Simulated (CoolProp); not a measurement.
Sulfur hexafluoride along the isotherm 75.55 °C: density (kg/m³) from the reference equation and from simpler models built on Tc = 45.6 °C, pc = 3.755 MPa, ω = 0.210; each cubic takes its own stable root.

Values from CoolProp's reference Helmholtz-energy equation of state, Guder 2009.

```json
[
 {"p (MPa)": "0.0297", "phase": "gas", "reference": "1.499", "ideal gas": "1.496", "van der Waals": "1.499", "Redlich-Kwong": "1.499", "Soave-Redlich-Kwong": "1.499", "Peng-Robinson": "1.500"},
 {"p (MPa)": "0.0676", "phase": "gas", "reference": "3.421", "ideal gas": "3.405", "van der Waals": "3.420", "Redlich-Kwong": "3.422", "Soave-Redlich-Kwong": "3.421", "Peng-Robinson": "3.423"},
 {"p (MPa)": "0.154", "phase": "gas", "reference": "7.838", "ideal gas": "7.758", "van der Waals": "7.835", "Redlich-Kwong": "7.843", "Soave-Redlich-Kwong": "7.840", "Peng-Robinson": "7.851"},
 {"p (MPa)": "0.35", "phase": "gas", "reference": "18.05", "ideal gas": "17.63", "van der Waals": "18.04", "Redlich-Kwong": "18.08", "Soave-Redlich-Kwong": "18.06", "Peng-Robinson": "18.12"},
 {"p (MPa)": "0.796", "phase": "gas", "reference": "42.40", "ideal gas": "40.10", "van der Waals": "42.33", "Redlich-Kwong": "42.54", "Soave-Redlich-Kwong": "42.43", "Peng-Robinson": "42.76"},
 {"p (MPa)": "1.81", "phase": "gas", "reference": "104.7", "ideal gas": "91.18", "van der Waals": "104.5", "Redlich-Kwong": "105.6", "Soave-Redlich-Kwong": "104.8", "Peng-Robinson": "106.7"},
 {"p (MPa)": "4.12", "phase": "supercritical", "reference": "313.1", "ideal gas": "207.6", "van der Waals": "324.9", "Redlich-Kwong": "322.8", "Soave-Redlich-Kwong": "310.7", "Peng-Robinson": "325.1"},
 {"p (MPa)": "9.39", "phase": "supercritical", "reference": "1095", "ideal gas": "473.0", "van der Waals": "907.0", "Redlich-Kwong": "1030", "Soave-Redlich-Kwong": "984.8", "Peng-Robinson": "1074"}
]
```
